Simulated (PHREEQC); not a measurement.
# Hard or scaling water: an equilibrium model

Make-up at 25 °C: 0.00052 mol/kgw CaSO4, 0.00019 mol/kgw CO2 and 4.8e-07 mol/kgw H4SiO4. Closed to the air; pH follows from the charge balance.

The numbers come from PHREEQC with the ion-association model, phreeqc.dat.

Precipitation was switched off in this run.

Question: Predict the pH, specific conductance.

Answer: pH 5.05; specific conductance 131 µS/cm.

Question: In which forms is S present?

Answer: SO4-2 94 %, CaSO4 5.6 % of the S.

Complexes and solids missing from the database can't appear.
